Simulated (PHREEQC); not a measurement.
0.2 g of hydrous ferric oxide (600 m²/g; 0.2 weak and 0.005 strong sites per Fe, Dzombak-Morel constants, diffuse double layer) in 1 kg of water with 0.05 mol/kgw of an inert sodium salt and 0.006 mmol/kgw NiCl2, 0.13 mmol/kgw ZnSO4 and 0.00082 mmol/kgw MnCl2, at 25 °C; the pH is set by adding NaOH or the inert anion's acid. No oxygen is let in. CO2 from the air is kept out. Nothing may precipitate in this run.

Base run: PHREEQC, ion-association model, wateq4f.dat. Each further column changes one thing. The table gives Zn sorbed (%).

```
pH     base  no electrostatic term (-no_edl)  background salt from 0.05 to 0.005 mol/kgw  oxide from 0.2 to 1 g/kgw
-----  ----  -------------------------------  ------------------------------------------  -------------------------
4       0.0                              0.0                                         0.0                        0.1
4.67    0.5                              0.6                                         0.6                        1.9
5.33    4.3                              5.4                                         5.1                       16.5
6      11.4                             16.9                                        12.8                       45.7
6.67   35.8                             65.4                                        40.9                       82.4
7.33   75.7                             95.1                                        78.5                       98.2
8      95.8                             99.2                                        96.3                       99.9
8.67   99.2                             99.5                                        99.3                      100.0
9.33   99.4                             97.3                                        99.5                      100.0
10     99.1                             71.5                                        99.4                      100.0
10.67  97.9                             16.4                                        99.1                      100.0
11.33  91.6                              3.6                                        97.4                       99.8
12     58.5                              0.1                                        79.2                       96.8
```

In at least one series the solution becomes supersaturated in solids that the run did not let form, among them Ni(OH)2.
